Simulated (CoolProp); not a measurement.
Vapour-liquid equilibrium of octamethyltrisiloxane (MDM) (1) + octamethylcyclotetrasiloxane (D4) (2) at 0.66 bar; x and y are mole fractions of (1).

Computed with CoolProp (multi-fluid Helmholtz-energy mixture model, Thol 2017 and Thol 2015; pair parameters Bell 2016).

```csv
x,bubble temperature (K),y at the bubble point,dew temperature at overall composition x (K),liquid density (mol/L)
0.05,431.1,0.090,431.9,2.670
0.125,428.8,0.210,430.5,2.692
0.2,426.8,0.315,429.0,2.713
0.275,424.8,0.409,427.6,2.734
0.35,423.0,0.495,426.1,2.756
0.425,421.3,0.572,424.5,2.776
0.5,419.7,0.644,422.9,2.797
0.575,418.1,0.710,421.3,2.818
0.65,416.6,0.771,419.5,2.839
0.725,415.1,0.828,417.7,2.860
0.8,413.7,0.880,415.8,2.881
0.875,412.3,0.929,413.8,2.901
0.95,410.9,0.973,411.6,2.922
```

No azeotrope shows between x = 0.05 and 0.95.

Pair parameters are fitted to limited data, so mixtures are less certain than the pure fluids.
